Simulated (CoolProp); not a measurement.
Saturation properties of C3F8 (R218).

The numbers come from the reference Helmholtz-energy equation of state, Lemmon 2006 in CoolProp. It is a short technical equation, of lower accuracy than the large ones.

```
T (K)  p (MPa)  enthalpy of vaporisation (kJ/kg)  liquid cp (kJ/(kg K))
-----  -------  --------------------------------  ---------------------
227.8  0.06761                             108.2                    [?]
231.2  0.07973                             107.0                 0.9636
234.5  0.09307                             105.8                 0.9709
237.8      [?]                             104.6                 0.9783
241.1   0.1249                             103.4                 0.9859
244.5   0.1444                             102.1                 0.9939
247.8   0.1654                               [?]                  1.002
251.1   0.1886                             99.49                  1.010
254.4   0.2143                             98.15                  1.019
257.8   0.2435                             96.73                  1.028
261.1   0.2746                             95.32                  1.037
264.4   0.3087                               [?]                  1.046
```

Some entries are withheld; supply them.


- 227.8, liquid cp (kJ/(kg K)): 0.9563
- 237.8, p (MPa): 0.1081
- 247.8, enthalpy of vaporisation (kJ/kg): 100.8
- 264.4, enthalpy of vaporisation (kJ/kg): 93.87

It boils at 236.4 K under 1 atm.
